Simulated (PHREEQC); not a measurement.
PHREEQC input (ion-association model, phreeqc.dat):

```
SOLUTION_MASTER_SPECIES
  Amm  AmmH+  0  AmmH  17.031  # ammonia with no redox link, constants of NH4+
SOLUTION_SPECIES
  AmmH+ = AmmH+
    -log_k 0
    -gamma 2.5 0
    -dw 1.98e-9
  AmmH+ = Amm + H+
    -log_k -9.252
    -delta_h 12.48 kcal
    -analytic 0.6322 -0.001225 -2835.76
    -dw 2.28e-9
  AmmH+ + SO4-2 = AmmHSO4-
    -log_k 1.11
PHASES
  Amm(g)
    Amm = Amm
    -log_k 1.7966
    -analytic -18.758 3.3670e-4 2.5113e3 4.8619 39.192
    -T_c 405.6
    -P_c 111.3
    -Omega 0.25
EXCHANGE_SPECIES
  AmmH+ + X- = AmmHX
    -log_k 0.6
    -gamma 2.5 0
    -delta_h -2.4
SOLUTION 1
  temp 40
  units mol/kgw
  pH 7 charge
END
SELECTED_OUTPUT 1
  -reset false
  -pH true
  -pe true
  -ionic_strength true
  -water true
  -totals Amm Ca F S S(-2) S(6)
  -molalities H+ Ca+2 SO4-2 F- OH- O2 HSO4- S-2 HS- H2S
    HF HF2- CaOH+ CaSO4 CaHSO4+ AmmH+ Amm
  -equilibrium_phases Fluorite
PRINT
  -reset false
USE solution 1
REACTION 1
  AmmHHS 1
  0 0.025 0.05 0.075 0.1 0.125 0.15 0.175 0.2 0.225 0.25 0.275 0.3 moles
EQUILIBRIUM_PHASES 1
  Fluorite 0 0.5
END
```

Selected output (columns that matter, 13 of 13 rows; NH4HS added (mol) added in front):

```
NH4HS added (mol)	pH	mu	Amm	Ca	F	S	m_H+	m_Ca+2	m_F-	m_OH-	m_HS-	m_H2S	Fluorite
0	6.8966	0.00066052	0	0.00022013	0.00044026	0	1.3059e-07	0.00022013	0.00044015	2.3782e-07	0	0	0.49978
0.025	7.7911	0.023963	0.025	0.00028014	0.00056027	0.025	1.8384e-08	0.00028013	0.00056026	2.1188e-06	0.023118	0.0018812	0.49972
0.05	7.7924	0.047366	0.05	0.00030666	0.00061331	0.05	1.8914e-08	0.00030666	0.0006133	2.2353e-06	0.046439	0.0035597	0.49969
0.075	7.7935	0.070859	0.075	0.00032586	0.00065173	0.075	1.9245e-08	0.00032586	0.00065171	2.3206e-06	0.069871	0.0051268	0.49967
0.1	7.7945	0.094421	0.1	0.00034123	0.00068246	0.1	1.9481e-08	0.00034123	0.00068244	2.3897e-06	0.093384	0.0066123	0.49966
0.125	7.7954	0.11804	0.125	0.00035412	0.00070825	0.125	1.9662e-08	0.00035412	0.00070823	2.4485e-06	0.11696	0.0080324	0.49965
0.15	7.7962	0.14171	0.15	0.00036526	0.00073052	0.15	1.9807e-08	0.00036526	0.0007305	2.4999e-06	0.1406	0.0093972	0.49963
0.175	7.797	0.16543	0.175	0.00037506	0.00075011	0.175	1.9927e-08	0.00037506	0.0007501	2.5459e-06	0.16428	0.010714	0.49962
0.2	7.7977	0.18918	0.2	0.0003838	0.0007676	0.2	2.0028e-08	0.0003838	0.00076758	2.5874e-06	0.188	0.011988	0.49962
0.225	7.7984	0.21297	0.225	0.00039168	0.00078335	0.225	2.0114e-08	0.00039167	0.00078334	2.6255e-06	0.21177	0.013224	0.49961
0.25	7.799	0.2368	0.25	0.00039883	0.00079767	0.25	2.0189e-08	0.00039883	0.00079765	2.6605e-06	0.23556	0.014424	0.4996
0.275	7.7996	0.26065	0.275	0.00040538	0.00081075	0.275	2.0255e-08	0.00040537	0.00081074	2.6931e-06	0.25939	0.015592	0.49959
0.3	7.8002	0.28454	0.3	0.00041139	0.00082278	0.3	2.0313e-08	0.00041139	0.00082276	2.7235e-06	0.28326	0.01673	0.49959
```

Species that the database lacks are ignored. Constants without temperature data keep their 25 °C values here.
